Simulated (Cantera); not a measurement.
A closed system holds: 1 mol Si2H6, 0.069 mol O2, equilibrated at 1148 K and 750 Torr.

Cantera equilibrium calculation (NASA polynomials, part measured and part estimated; ideal gas, pure solids and liquids). Candidate condensed phases: H2O, Si, SiO2; 18 gas species. The feed counts by its element totals alone. Mutual solubility and eutectic melting of coexisting phases are not modelled. The tables hold silica as quartz up to 1696 K and as liquid above; real silica turns to tridymite and cristobalite and melts near 1996 K. The numbers say what is thermodynamically allowed, not how fast it happens.

Base state: H2 1.000 (mole fractions); condensed: Si(s) + SiO2(β-quartz).

### Question
What changes in the equilibrium state with this change: O2 from 0.069 to 10 mol?

### Answer
```tsv
species	before	after
O2	<1e-9	0.684
H2O	2.31e-8	0.316
H2	1.000	1.57e-9
Si(s), mol	1.93	0
SiO2(β-quartz), mol	0.0690	2.00
```
